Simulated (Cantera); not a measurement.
Source: NASA polynomial tables (part measured, part estimated), evaluated in Cantera. Values are per mole of reaction as written; species without (g) are pure solids or liquids, kept so even where they would boil at 1 bar.

Task: Between 698 and 998 K, where is each reaction favourable under standard conditions?
- 2 Si(g) + CS2(g) = 2 S + Si2C(g)
- SiC2(g) + 4 S = 2 CS2(g) + Si
- Si2C(g) + 2 S = CS2(g) + 2 Si

Result: 
- 2 Si(g) + CS2(g) = 2 S + Si2C(g): ΔG° is -302 kJ at 698 K and -232 kJ at 998 K; it stays negative (K > 1). ΔH° is -460 kJ and ΔS° -229 J/K at 998 K.
- SiC2(g) + 4 S = 2 CS2(g) + Si: ΔG° is -455 kJ at 698 K and -470 kJ at 998 K; it stays negative (K > 1). ΔH° is -426 kJ and ΔS° 44 J/K at 998 K.
- Si2C(g) + 2 S = CS2(g) + 2 Si: ΔG° is -390 kJ at 698 K and -372 kJ at 998 K; it stays negative (K > 1). ΔH° is -435 kJ and ΔS° -64 J/K at 998 K.
